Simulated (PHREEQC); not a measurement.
Make-up at 25 °C: 0.023 mol/kgw KOH, 0.24 mol/kgw Al(NO3)3 and 0.0015 mol/kgw CuSO4. Closed to the air; pH follows from the charge balance.

The numbers come from PHREEQC with the ion-association model, phreeqc.dat.

| quantity | before | after |
|---|---|---|
| pH | 4.42 | 0.85 |
| ionic strength (mol/kgw) | 1.39 | 1.25 |
| Al+3 (mol/kgw) | 0.217 | 0.157 |
| AlOH+2 (mol/kgw) | 0.0208 | 4.05e-6 |
| AlSO4+ (mol/kgw) | 0.00135 | 0.0778 |
| Al(OH)2+ (mol/kgw) | 0.00111 | 5.88e-11 |
| SI of Al(OH)3(a) (Al(OH)3) | +0.57 | -10.27 |

Name the change that produced these shifts.
A) 0.12 mol/kgw H2SO4 added
B) KOH replaced by KCl at the same molality
C) temperature from 25 to 65 °C

A, 0.12 mol/kgw H2SO4 added

This is a speciation only: nothing precipitates in the calculation. The ionic strength passes 0.7 mol/kgw, the rough limit of the ion-association models, in every such run. Some of these states are supersaturated (in Al(OH)3(a), Gibbsite (slow to form), for instance).
